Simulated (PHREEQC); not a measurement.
A solution holds 0.11 mol/kgw CsOH, 0.0003 mol/kgw CO2 and 0.0015 mol/kgw (CH3)4NCl, at 20 °C. Closed to the air; pH follows from the charge balance.

Computed with PHREEQC (ion-association model, wateq4f.dat).

| Quantity | Value |
|---|---|
| pH | 13.09 |
| ionic strength | 0.112 mol/kgw |
| total alkalinity | 110 meq/kg |

```
species   molality  activity   log γ
--------  --------  --------  ------
Cs+          0.110    0.0854  -0.110
OH-          0.109    0.0826  -0.122
Cl-        0.00150   0.00114  -0.121
(CH3)4N+   0.00150   0.00114  -0.118
CO3-2     0.000300  0.000113  -0.425
HCO3-      2.80e-7   2.19e-7  -0.106
```

Precipitation was switched off in this run. (CH3)4N+ isn't in the database: it is added as a free cation with an ion size of 4 Å.
